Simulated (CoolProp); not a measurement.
Properties of octamethyltrisiloxane (MDM) at several states (Tc = 565.4 K, pc = 1438 kPa, ω = 0.528).

The numbers come from the reference Helmholtz-energy equation of state, Thol 2017 in CoolProp.

```tsv
T (K)	p (kPa)	phase	Z	cv (kJ/(kg K))	isothermal compressibility (1/MPa)	expansivity (1/kK)
524.3	112	gas	0.9642	1.956	9.271	2.188
555.3	172	gas	0.9557	2.024	6.094	2.139
351.8	4460	liquid	0.4689	1.602	0.002528	1.292
536.9	381	gas	0.8799	1.998	3.029	2.999
```
